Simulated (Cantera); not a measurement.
Input: 1 mol SiH2Cl2, 1.1 mol NO, held at 1223 K and 35000 Pa.

Cantera equilibrium calculation (NASA polynomials, part measured and part estimated; ideal gas, pure solids and liquids). Candidate condensed phases: H2O, NH4Cl, Si, SiO2, Si2N2O, Si3N4; 47 gas species. Mutual solubility and eutectic melting of coexisting phases are not modelled. The tables' values for SiCl3 are old estimates; treat these amounts as uncertain. The tables hold silica as quartz up to 1696 K and as liquid above; real silica turns to tridymite and cristobalite and melts near 1996 K. The numbers say what is thermodynamically allowed, not how fast it happens.

Q: What is the equilibrium state?

A: 
| Property | Result |
|---|---|
| x(HCl) | 0.722 |
| x(N2) | 0.143 |
| x(H2) | 0.0901 |
| x(SiCl4) | 0.0448 |
| x(SiCl3) | 0.000175 |
| x(SiHCl3) | 0.000173 |
| x(H2O) | 1.23e-5 |
| x(SiCl2) | 5.44e-6 |
| x(Cl) | 1.05e-6 |
| n(SiO2(β-quartz)) | 0.433 mol |
| n(Si2N2O(s)) | 0.233 mol |
| gas amount | 2.217 mol |
| log10 activity of Si(s) (absent) | -6.41 |
